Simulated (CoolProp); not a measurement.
Cyclohexane along the isobar 17700 kPa: fugacity coefficient from the reference equation and from simpler models built on Tc = 553.6 K, pc = 4081 kPa, ω = 0.209; each cubic takes its own stable root.

Computed with CoolProp (reference Helmholtz-energy equation of state, Zhou 2014).

```json
[
 {"T (K)": "418.4", "phase": "liquid", "reference": "0.04750"},
 {"T (K)": "432.5", "phase": "liquid", "reference": "0.06067"},
 {"T (K)": "446.5", "phase": "liquid", "reference": "0.07580"},
 {"T (K)": "460.5", "phase": "liquid", "reference": "0.09296"},
 {"T (K)": "474.5", "phase": "liquid", "reference": "0.1121"},
 {"T (K)": "488.5", "phase": "liquid", "reference": "0.1332"},
 {"T (K)": "502.6", "phase": "liquid", "reference": "0.1562"},
 {"T (K)": "516.6", "phase": "liquid", "reference": "0.1808"}
]
```

Problem. How far does each simpler model (Soave-Redlich-Kwong, Peng-Robinson) lie from the reference over these 8 states: mean and median of the absolute difference, and the worst?

Solution. 
- Soave-Redlich-Kwong: mean 5.8 %, median 5.8 %, worst +6.6 % at 516.6 K and 17700 kPa
- Peng-Robinson: mean 3.5 %, median 3.6 %, worst -4.0 % at 418.4 K and 17700 kPa
